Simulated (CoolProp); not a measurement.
Saturated liquid density (kg/m³) of sulfur dioxide: the reference equation beside estimates from Tc = 157.5 °C, pc = 7.887 MPa, ω = 0.256. Rackett uses Z = 0.29056 − 0.08775 ω.

Computed with CoolProp (reference Helmholtz-energy equation of state, Gao 2016).

| T (°C) | reference | Rackett | van der Waals | Redlich-Kwong | Soave-Redlich-Kwong | Peng-Robinson |
|---|---|---|---|---|---|---|
| -57.45 | 1583 | 1549 | 924.6 | 1373 | 1402 | 1577 |
| -54.05 | 1574 | 1541 | 920.5 | 1366 | 1396 | 1571 |
| -50.55 | 1565 | 1534 | 916.3 | 1359 | 1390 | 1564 |
| -47.15 | 1557 | 1526 | 912.1 | 1352 | 1383 | 1558 |
| -43.75 | 1548 | 1518 | 907.8 | 1345 | 1377 | 1551 |
| -40.25 | 1539 | 1510 | 903.4 | 1338 | 1371 | 1544 |
| -36.85 | 1531 | 1502 | 899.1 | 1330 | 1364 | 1537 |
| -33.45 | 1522 | 1494 | 894.7 | 1323 | 1358 | 1530 |
| -29.95 | 1513 | 1486 | 890.2 | 1315 | 1351 | 1523 |
| -26.55 | 1504 | 1478 | 885.7 | 1308 | 1344 | 1516 |
| -23.15 | 1496 | 1470 | 881.2 | 1300 | 1337 | 1508 |
| -19.65 | 1487 | 1462 | 876.5 | 1292 | 1330 | 1500 |
| -16.25 | 1478 | 1453 | 871.9 | 1284 | 1323 | 1493 |
| -12.75 | 1469 | 1445 | 867.0 | 1276 | 1315 | 1485 |

Absolute difference from the reference over all 14 rows, mean and median: Rackett 1.9 and 1.9 %, van der Waals 41.3 and 41.2 %, Redlich-Kwong 13.1 and 13.1 %, Soave-Redlich-Kwong 10.9 and 10.8 %, Peng-Robinson 0.5 and 0.5 %.
